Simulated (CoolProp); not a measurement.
Computed with CoolProp (reference Helmholtz-energy equation of state, Thol 2018).

Question: For hydrogen chloride, give the phase and the density (kg/m³), Joule-Thomson coefficient (K/MPa), isothermal compressibility (1/MPa), expansivity (1/kK) at 20.95 °C and 37.8 MPa.

Answer: 
- 20.95 °C and 37.8 MPa: liquid; density 986, Joule-Thomson coefficient -0.143, isothermal compressibility 0.00266, expansivity 2.61
